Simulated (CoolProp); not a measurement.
Saturation properties of ethylene (Tc = 9.2 °C, pc = 5042 kPa, ω = 0.087).

Values from CoolProp's reference Helmholtz-energy equation of state, Smukala 2000.

```json
[
 {"T (°C)": "-98.45", "p (kPa)": "137.2", "liquid density (kg/m³)": "560.0", "enthalpy of vaporisation (kJ/kg)": "474.6", "liquid cp (kJ/(kg K))": "2.428", "vapour Z": "0.9588", "surface tension (mN/m)": "15.4"},
 {"T (°C)": "-95.15", "p (kPa)": "163.8", "liquid density (kg/m³)": "555.2", "enthalpy of vaporisation (kJ/kg)": "469.5", "liquid cp (kJ/(kg K))": "2.436", "vapour Z": "0.9533", "surface tension (mN/m)": "14.9"},
 {"T (°C)": "-91.85", "p (kPa)": "194.3", "liquid density (kg/m³)": "550.3", "enthalpy of vaporisation (kJ/kg)": "464.4", "liquid cp (kJ/(kg K))": "2.445", "vapour Z": "0.9474", "surface tension (mN/m)": "14.3"},
 {"T (°C)": "-88.55", "p (kPa)": "228.9", "liquid density (kg/m³)": "545.3", "enthalpy of vaporisation (kJ/kg)": "459.1", "liquid cp (kJ/(kg K))": "2.456", "vapour Z": "0.9410", "surface tension (mN/m)": "13.8"},
 {"T (°C)": "-85.15", "p (kPa)": "269.3", "liquid density (kg/m³)": "540.1", "enthalpy of vaporisation (kJ/kg)": "453.5", "liquid cp (kJ/(kg K))": "2.469", "vapour Z": "0.9339", "surface tension (mN/m)": "13.2"},
 {"T (°C)": "-81.85", "p (kPa)": "313.4", "liquid density (kg/m³)": "535.0", "enthalpy of vaporisation (kJ/kg)": "448.0", "liquid cp (kJ/(kg K))": "2.483", "vapour Z": "0.9265", "surface tension (mN/m)": "12.7"},
 {"T (°C)": "-78.55", "p (kPa)": "362.7", "liquid density (kg/m³)": "529.9", "enthalpy of vaporisation (kJ/kg)": "442.2", "liquid cp (kJ/(kg K))": "2.499", "vapour Z": "0.9186", "surface tension (mN/m)": "12.2"},
 {"T (°C)": "-75.15", "p (kPa)": "419.3", "liquid density (kg/m³)": "524.5", "enthalpy of vaporisation (kJ/kg)": "436.1", "liquid cp (kJ/(kg K))": "2.517", "vapour Z": "0.9100", "surface tension (mN/m)": "11.6"},
 {"T (°C)": "-71.85", "p (kPa)": "480.2", "liquid density (kg/m³)": "519.1", "enthalpy of vaporisation (kJ/kg)": "430.0", "liquid cp (kJ/(kg K))": "2.537", "vapour Z": "0.9011", "surface tension (mN/m)": "11.1"},
 {"T (°C)": "-68.55", "p (kPa)": "547.5", "liquid density (kg/m³)": "513.7", "enthalpy of vaporisation (kJ/kg)": "423.7", "liquid cp (kJ/(kg K))": "2.559", "vapour Z": "0.8917", "surface tension (mN/m)": "10.5"}
]
```

It boils at -103.8 °C under 1 atm.

Surface tension comes from a separate correlation (Mulero 2012).
